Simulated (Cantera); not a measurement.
An adiabatic, constant-volume homogeneous reactor starts with CH4 : O2 : N2 = 1 : 1.67 : 6.27 (molar parts), equivalence ratio 1.2, at 1648 K and 5.20 bar. Integrator tolerance rtol = 1e-08.

Cantera simulation using GRI-Mech 3.0 (53 species, 325 reactions); the numbers are that mechanism's predictions, not measurements. Above 3000 K some thermodynamic fits are extrapolated.

### Question
What does this change do: CH4 1 to 2 parts?

### Answer
| quantity | before | after |
|---|---|---|
| time of steepest temperature rise | 84.2 µs | 0.109 ms |
| temperature at 0.100 s | 3133 K | 2736 K |
| equilibrium temperature | 3133 K | 2736 K |
| x(CH4) at 0.100 s | <1e-12 (gas-phase equilibrium 1.14e-12) | 2.60e-9 (gas-phase equilibrium 2.91e-9) |
| x(O2) at 0.100 s | 0.00808 (gas-phase equilibrium 0.00808) | 5.26e-6 (gas-phase equilibrium 5.26e-6) |
| x(CH2) at 0.100 s | 4.37e-12 (gas-phase equilibrium 4.61e-12) | 1.39e-10 (gas-phase equilibrium 1.54e-10) |
| x(NO) at 0.100 s | 0.00995 (gas-phase equilibrium 0.00995) | 0.000135 (gas-phase equilibrium 0.000135) |
| x(C2H2) at 0.100 s | <1e-12 (gas-phase equilibrium <1e-12) | 1.47e-11 (gas-phase equilibrium 1.63e-11) |
| x(HCN) at 0.100 s | 5.33e-8 (gas-phase equilibrium 5.33e-8) | 2.57e-6 (gas-phase equilibrium 2.57e-6) |
| x(O) at 0.100 s | 0.00486 (gas-phase equilibrium 0.00486) | 2.96e-5 (gas-phase equilibrium 2.96e-5) |
